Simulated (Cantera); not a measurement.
A closed system holds: 1 mol SiHCl₃, 9.1 mol H₂, at 1 atm.

Cantera equilibrium calculation (NASA polynomials, part measured and part estimated; ideal gas, pure solids and liquids). Candidate condensed phases: Si; 19 gas species. The numbers say what is thermodynamically allowed, not how fast it happens.

What share of the Si ends up in condensed phases as a function of T (K), at 800, 900, 1000, 1100, 1200, 1300, 1400, 1500?


```tsv
T (K)	Si condensed (%)	as
800	15.5	Si(s)
900	16.4	Si(s)
1000	18.0	Si(s)
1100	20.6	Si(s)
1200	23.9	Si(s)
1300	26.5	Si(s)
1400	27.0	Si(s)
1500	25.2	Si(s)
```
